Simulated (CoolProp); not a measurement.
Vapour-liquid equilibrium of fluoroethane (R161) (1) + R1234yf (2) at 184.9 K; x and y are mole fractions of (1).

Computed with CoolProp (multi-fluid Helmholtz-energy mixture model, Wu 2012 and Lemmon 2022; pair parameters Bell 2016).

Task: Give the bubble pressure and the first vapour's composition at x = 0.05, 0.35, 0.65. Is there an azeotrope?

Result: x = 0.05: 0.02949 bar, y = 0.096; x = 0.35: 0.03691 bar, y = 0.494; x = 0.65: 0.04220 bar, y = 0.741. No azeotrope shows between x = 0.05 and 0.95.

The pair parameters rest on a limited set of measurements; away from them the model extrapolates.
